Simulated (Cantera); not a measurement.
A closed system holds: 1 mol BF₃, 6.2 mol H₂O, 74 mol N₂, at 602 °C and 10000 Pa.

Equilibrium computed with Cantera from the NASA thermochemical tables; the gas is ideal and each condensed phase is pure. Candidate condensed phases: B, BN, B₂O₃, B₃O₃H₃, H₂O; 62 gas species. Gases not in the tables: H₃BO₃. The numbers say what is thermodynamically allowed, not how fast it happens.

Base state: N₂ 0.909, H₂O 0.0659, HF 0.0195, BF₃ 0.00533, B₃O₃F₃ 0.000449, (HBO₂)₃ 0.000301 (mole fractions); condensed: B₂O₃(l).

Q: What changes in the equilibrium state with this change: temperature from 602 °C to 552 °C?

A: 
```tsv
species	before	after
N₂	0.909	0.909
H₂O	0.0659	0.0670
HF	0.0195	0.0171
BF₃	0.00533	0.00613
(HBO₂)₃	0.000301	0.000428
B₃O₃F₃	0.000449	0.000455
B₂O₃(l), mol	0.191	0.143
```
